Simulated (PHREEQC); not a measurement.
A solution holds 3.8 mmol/kgw HF, 0.088 mmol/kgw (CH3)4NF and 5.4 mmol/kgw ZnBr2, at 20 °C. It is in equilibrium with CO2 at log p = -3.4 (atm). Otherwise closed; pH follows from the charge balance.

Computed with PHREEQC (ion-association model, wateq4f.dat).

This is a speciation only: nothing precipitates in the calculation.

Problem. Predict the pH, ionic strength.

Solution. pH 2.88; ionic strength 0.0176 mol/kgw.

Problem. In which forms is F present?

Solution. HF 59 %, F- 38 %, ZnF+ 1.6 %, H2F2 0.8 %, HF2- 0.6 % of the F.

(CH3)4N+ isn't in the database: it is added as a free cation with an ion size of 4 Å.
